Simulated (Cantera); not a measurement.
Cantera run:

```python
import numpy as np
import cantera as ct

gas_names = """
    H HO2 H2 H2O H2O2 O OH O2 O3 Si SiH SiH2 SiH3 SiH4 SiO SiO2 Si2 Si3
""".split()
cond_names = """
    H2O(s) H2O(L) Si(cr) Si(L) SiO2(Lqz) SiO2(hqz) SiO2(L)
""".split()


def load(file, names, dense=False):
    # The tables refer to 1 bar. Condensed volumes are neglected.
    table = {s.name: s for s in ct.Species.list_from_file(file)}
    out = []
    for n in names:
        d = dict(table[n].input_data)
        d["thermo"] = dict(d["thermo"], **{"reference-pressure": 1e5})
        if dense:
            d["equation-of-state"] = {"model": "constant-volume", "density": "1e6 g/cm^3"}
        out.append(ct.Species.from_dict(d))
    return out


gas = ct.Solution(thermo="ideal-gas", species=load("nasa_gas.yaml", gas_names))
cond = {s.name: ct.Solution(thermo="fixed-stoichiometry", species=[s], name=s.name)
        for s in load("nasa_condensed.yaml", cond_names, dense=True)}
atoms = {
    'SiO2': {'Si': 1, 'O': 2},
    'H2': {'H': 2},
}
top_T = {}  # K; cautious upper limits of use, not melting points


def equilibrate(T, P, feed):
    n = {}
    for name, mol in feed.items():
        for a, k in atoms[name].items():
            n[a] = n.get(a, 0.0) + k * mol
    gas.TPX = T, P, n
    mass = sum(n.values()) * gas.mean_molecular_weight
    gas.equilibrate("TP")
    valid = [c for c in cond.values() if c.min_temp <= T <= top_T.get(c.name, c.max_temp)]
    mix = ct.Mixture([(gas, mass / gas.mean_molecular_weight)] + [(c, 0.0) for c in valid])
    mix.T, mix.P = T, P
    mix.equilibrate("TP", solver="vcs", rtol=1e-11, max_steps=5000)
    return mix


results = []
feed = {'SiO2': 1, 'H2': 64}  # mol
T = 1775  # K
P = 180  # Pa
mix = equilibrate(T, P, feed)
results.append((T, P, feed, dict(zip(mix.species_names, mix.species_moles))))
x = sorted(zip(gas.X, gas.species_names), reverse=True)
print(f"T = {T:g} K  P = {P:g} Pa  gas = {mix.phase_moles(0):.4g} mol")
print("   x: " + "  ".join(f"{s} {v:.3e}" for v, s in x if v > 0.001))
print("   condensed (mol): " + ("  ".join(f"{mix.phase(i).name} {mix.phase_moles(i):.4g}"
      for i in range(1, mix.n_phases) if mix.phase_moles(i) > 1e-12) or "none"))
```

It prints:

```
T = 1775 K  P = 180 Pa  gas = 65.22 mol
   x: H2 9.626e-01  SiO 1.533e-02  H2O 1.533e-02  H 6.693e-03
   condensed (mol): none
```

These are equilibrium values from Cantera (NASA tables, ideal gas, pure condensed phases), not measurements of a reactor.
